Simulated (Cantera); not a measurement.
Input: 1 mol Si, 2.9 mol NF₃, at 12.0 mbar.

These are equilibrium values from Cantera (NASA tables, ideal gas, pure condensed phases), not measurements of a reactor. Candidate condensed phases: Si, Si₃N₄; 16 gas species. The numbers say what is thermodynamically allowed, not how fast it happens.

log p: log10 of the partial pressure in bar; nothing condenses.

```tsv
T (°C)	log p F	log p F₂	log p N₂	log p SiF₄	log p NF₃
600	-2.80	-2.34	-2.47	-2.63	-4.14
700	___	___	-2.52	___	___
800	-2.19	-2.96	-2.58	-2.74	-6.57
900	-2.13	-3.51	-2.60	-2.76	-7.94
1000	-2.11	-4.06	-2.61	-2.77	-9.21
1100	-2.11	-4.54	-2.61	-2.77	-10.32
1200	-2.10	-4.97	-2.61	-2.77	-11.29
1300	-2.10	___	-2.61	-2.77	___
1400	-2.10	-5.68	-2.61	-2.78	-12.88
1500	-2.10	-5.98	-2.61	-2.78	-13.54
```

### Question
What belongs in the gaps?

### Answer

- 700, log p F: -2.40
- 700, log p F₂: -2.54
- 700, log p SiF₄: -2.68
- 700, log p NF₃: -5.27
- 1300, log p F₂: -5.35
- 1300, log p NF₃: -12.13
